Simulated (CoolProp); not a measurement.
Vapour pressure (MPa) of C3F8 (R218): the reference equation beside estimates from Tc = 345.0 K, pc = 2.640 MPa, ω = 0.317.

Values from CoolProp's reference Helmholtz-energy equation of state, Lemmon 2006. It is a short technical equation, of lower accuracy than the large ones.

| T (K) | reference | Lee-Kesler | van der Waals | Redlich-Kwong | Soave-Redlich-Kwong | Peng-Robinson |
|---|---|---|---|---|---|---|
| 207.7 | 0.02233 | 0.02193 | 0.2338 | 0.05597 | 0.02213 | 0.02268 |
| 216.7 | 0.03780 | 0.03734 | 0.2972 | 0.08603 | 0.03752 | 0.03810 |
| 225.8 | 0.06119 | 0.06077 | 0.3721 | 0.1274 | 0.06088 | 0.06134 |
| 234.9 | 0.09480 | 0.09456 | 0.4587 | 0.1818 | 0.09455 | 0.09467 |
| 244 | 0.1414 | 0.1415 | 0.5575 | 0.2516 | 0.1414 | 0.1409 |
| 253.1 | 0.2039 | 0.2046 | 0.6693 | 0.3387 | 0.2045 | 0.2030 |
| 262.1 | 0.2847 | 0.2860 | 0.7932 | 0.4441 | 0.2863 | 0.2834 |
| 271.2 | 0.3889 | 0.3910 | 0.9325 | 0.5721 | 0.3923 | 0.3875 |
| 280.3 | 0.5194 | 0.5224 | 1.086 | 0.7238 | 0.5255 | 0.5185 |
| 289.4 | 0.6803 | 0.6840 | 1.255 | 0.9008 | 0.6901 | 0.6807 |
| 298.5 | 0.8757 | 0.8801 | 1.440 | 1.105 | 0.8902 | 0.8785 |

Absolute difference from the reference over all 11 rows, mean and median: Lee-Kesler 0.6 and 0.5 %, van der Waals 329.5 and 228.2 %, Redlich-Kwong 74.8 and 66.1 %, Soave-Redlich-Kwong 0.8 and 0.7 %, Peng-Robinson 0.4 and 0.4 %.
